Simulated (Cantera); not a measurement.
Mixture: 7.75 % C3H8, 19.4 % O2, 72.9 % N2, equivalence ratio 2.0, at 19.0 bar, adiabatic and at constant volume. Ignition delay is the time to a rise of 400 K.

Detailed kinetics in Cantera: GRI-Mech 3.0 (53 species, 325 reactions). GRI-Mech 3.0 was tuned for natural gas; its chemistry of propane as a main component is partial and can be far from experiment. The pressure lies above the range GRI-Mech 3.0 was tuned for (to about 10 atm).

Question: Predict: delay at 1250 K; delay at 1325 K; delay at 1400 K; delay at 1475 K; delay at 1550 K; delay at 1625 K; delay at 1700 K; apparent activation energy between 1550 and 1700 K.

Answer: 
```
Item                                                     Value
--------------------------------------------------  ----------
delay at 1250 K                                       0.448 ms
delay at 1325 K                                       0.131 ms
delay at 1400 K                                        43.5 µs
delay at 1475 K                                        16.7 µs
delay at 1550 K                                        7.43 µs
delay at 1625 K                                        3.78 µs
delay at 1700 K                                        2.15 µs
apparent activation energy between 1550 and 1700 K  180 kJ/mol
```
